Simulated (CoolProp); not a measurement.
The fluid at 293.15 K and 0.43 MPa is compressed adiabatically to 2.8 MPa with isentropic efficiency 0.7. The same conditions are run with several fluids, on thermodynamics alone (safety and materials aside).

Model: reference Helmholtz-energy equation of state of each fluid (propane: Lemmon 2009; fluoroethane (R161): Wu 2012; nitrous oxide: Lemmon 2006; propylene: Lemmon 2013; R410A: Lemmon 2003), in CoolProp. Blends and air are pseudo-pure fits.

Question: Rank propane, fluoroethane (R161), nitrous oxide, propylene, R410A by work (kJ/kg), highest first.

Answer: nitrous oxide (176), propylene (155), propane (141), fluoroethane (R161) (137), R410A (93.4)

```json
[
 {"fluid": "propane", "final temperature (K)": "390.9", "final density (kg/m³)": "48.5"},
 {"fluid": "fluoroethane (R161)", "final temperature (K)": "409.7", "final density (kg/m³)": "47.0"},
 {"fluid": "nitrous oxide", "final temperature (K)": "483.7", "final density (kg/m³)": "31.5"},
 {"fluid": "propylene", "final temperature (K)": "402.2", "final density (kg/m³)": "42.4"},
 {"fluid": "R410A", "final temperature (K)": "412.6", "final density (kg/m³)": "66.8"}
]
```
